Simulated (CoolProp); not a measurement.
Vapour-liquid equilibrium of toluene (1) + n-nonane (2) at 198.65 °C; x and y are mole fractions of (1).

The numbers come from the multi-fluid Helmholtz-energy mixture model, Lemmon 2006 and Lemmon 2006; pair parameters Bell 2016 in CoolProp.

```csv
x,bubble pressure (kPa),y at the bubble point,dew pressure at overall composition x (kPa),liquid density (mol/L)
0.05,334.7,___,320.4,___
0.2,408.9,0.366,357.7,4.765
0.35,478.9,0.543,403.5,___
0.5,___,0.676,460.4,5.487
0.65,604.1,0.784,530.5,___
0.8,660.7,0.879,613.7,___
0.95,___,0.970,703.2,7.116
```

### Question
Fill in the missing entries.

### Answer

- 0.05, y at the bubble point: 0.111
- 0.05, liquid density (mol/L): 4.470
- 0.35, liquid density (mol/L): 5.100
- 0.5, bubble pressure (kPa): 543.9
- 0.65, liquid density (mol/L): 5.939
- 0.8, liquid density (mol/L): 6.474
- 0.95, bubble pressure (kPa): 714.7

No azeotrope shows between x = 0.05 and 0.95.

The pair parameters rest on a limited set of measurements; away from them the model extrapolates.
